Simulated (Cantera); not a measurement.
What does this Cantera script print?

```python
import numpy as np
import cantera as ct

gas_names = """
    C CN CO CO2 C2 CCN CNC C2N2 C2O C3 C3O2 C4 C4N2 C5 N NCO NO NO2 NO3 N2 N2O O O2 O3 Si SiC SiC2 SiN
    SiO SiO2 Si2 Si2C Si2N Si3
""".split()
cond_names = """
    C(gr) Si(cr) Si(L) SiC(b) SiO2(Lqz) SiO2(hqz) SiO2(L) Si2N2O(s) Si3N4(a)
""".split()


# ... load() reads the species with a 1 bar reference pressure and builds the phases ...
atoms = {
    'Si': {'Si': 1},
    'CO2': {'C': 1, 'O': 2},
    'N2': {'N': 2},
    'O2': {'O': 2},
}
top_T = {'C(gr)': 4500, 'SiC(b)': 3050, 'Si2N2O(s)': 2100, 'Si3N4(a)': 2400}  # K; cautious upper limits of use, not melting points


# ... equilibrate(T, P, feed) seeds the gas with the atoms and calls Mixture.equilibrate('TP', solver="vcs", rtol=1e-11, max_steps=5000) ...
results = []
feed = {'Si': 1, 'CO2': 0.2, 'N2': 890, 'O2': 0.043}  # mol
P = 0.94  # Pa
for T in [900, 975, 1050, 1125, 1200, 1275, 1350, 1425, 1500, 1575, 1650, 1725]:
    mix = equilibrate(T, P, feed)
    results.append((T, P, feed, dict(zip(mix.species_names, mix.species_moles))))

top = {s: max(r[3][s] / sum(r[3][g] for g in gas_names) for r in results) for s in gas_names}
cols = sorted((s for s in top if top[s] > 1e-05), key=lambda s: -top[s])[:9]
seen = [c for c in cond_names if any(r[3].get(c, 0) > 1e-12 for r in results)]
print("log10 of partial pressures in bar; condensed amounts in mol")
print(f"{'T/K':>10s}" + "".join(f"{s[:9]:>10s}" for s in cols + seen))
for T, P, feed, n in results:
    ng = sum(n[g] for g in gas_names)
    print(f"{T:10.4g}" + "".join(f"{np.log10(max(n[s] / ng * P / 1e5, 1e-99)):10.3f}" for s in cols)
          + "".join(f"{n.get(c, 0):10.4g}" for c in seen))
```

It prints:

```
log10 of partial pressures in bar; condensed amounts in mol
       T/K        N2        Si       SiO        CO     C(gr)    Si(cr)    SiC(b) Si2N2O(s)  Si3N4(a)
       900    -5.027   -23.636   -19.388   -13.389       0.2         0         0     0.486  0.009336
       975    -5.027   -20.524   -16.762   -11.905    0.1999         0         0    0.4859  0.009412
      1050    -5.027   -17.865   -14.511   -10.625    0.1653         0   0.03249    0.4838         0
      1125    -5.027   -15.856   -12.273    -9.218         0         0    0.1427    0.4286         0
      1200    -5.027   -13.688   -10.730    -9.222         0         0    0.1433    0.4275         0
      1275    -5.027   -11.760    -9.391    -9.282         0         0    0.1505     0.398  0.004938
      1350    -5.027   -10.183    -8.346    -9.207         0         0    0.1413         0    0.1417
      1425    -5.027    -8.793    -8.299    -9.990         0    0.1773    0.1902         0         0
      1500    -5.027    -8.342    -8.349    -9.188         0         0    0.1379         0         0
      1575    -5.027    -8.126    -8.520    -8.677         0         0         0         0         0
      1650    -5.027    -8.124    -8.520    -8.676         0         0         0         0         0
      1725    -5.027    -8.124    -8.520    -8.676         0         0         0         0         0
```

Method: chemical equilibrium by Gibbs-energy minimisation in Cantera with the NASA 1993 tables (ideal gas, pure condensed phases). N2 is the only nitrogen source here; it is nearly inert below about 1500 K, so the nitride shown seldom forms there in practice. Mutual solubility and eutectic melting of coexisting phases are not modelled.
